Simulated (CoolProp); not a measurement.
Model: reference Helmholtz-energy equation of state, Colonna 2008, in CoolProp. It is a short technical equation, of lower accuracy than the large ones.

Question: For dodecamethylcyclohexasiloxane (D6), give the phase and the speed of sound (m/s) at 312.65 °C and 0.0118 MPa.

Answer: 
- 312.65 °C and 0.0118 MPa: gas; speed of sound 104
